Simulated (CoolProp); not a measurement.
Vapour-liquid equilibrium of CH2F2 (R32) (1) + R227EA (2) at 8.05 °C; x and y are mole fractions of (1).

Model: multi-fluid Helmholtz-energy mixture model, Tillner-Roth 1997 and Lemmon 2016; pair parameters Bell 2016, in CoolProp.

| x | bubble pressure, mixture model (MPa) | bubble pressure, Raoult's law (MPa) | y, mixture model | y, Raoult's law |
|---|---|---|---|---|
| 0.05 | 0.3045 | 0.3004 | 0.171 | 0.174 |
| 0.2 | 0.4402 | 0.4179 | 0.491 | 0.500 |
| 0.35 | 0.5725 | 0.5353 | 0.663 | 0.683 |
| 0.5 | 0.6934 | 0.6527 | 0.770 | 0.800 |
| 0.65 | 0.8032 | 0.7702 | 0.847 | 0.881 |
| 0.8 | 0.9066 | 0.8876 | 0.912 | 0.941 |
| 0.95 | 1.009 | 1.005 | 0.977 | 0.987 |

The largest gap from Raoult's law is +6.9 % in bubble pressure, at x = 0.35. No azeotrope shows between x = 0.05 and 0.95.

Pair parameters are fitted to limited data, so mixtures are less certain than the pure fluids.
